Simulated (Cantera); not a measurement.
Feed: 1 mol PbO, 2.3 mol CO, 4.1 mol H₂, equilibrated at 0.00150 bar.

Method: chemical equilibrium by Gibbs-energy minimisation in Cantera with the NASA 1993 tables (ideal gas, pure condensed phases). Candidate condensed phases: C, C₆H₆, C₇H₈, C₈H₁₈, H₂O, Pb, PbO, PbO₂, Pb₃O₄; 113 gas species. Kinetics and transport are ignored.

**Question.** At 1023 K, list the 5 most abundant gas species with their mole fractions, and the condensed phases.

**Answer.** H₂ 0.539, CO 0.290, H₂O 0.0902, CO₂ 0.0633, Pb 0.0178. Condensed: Pb(l).
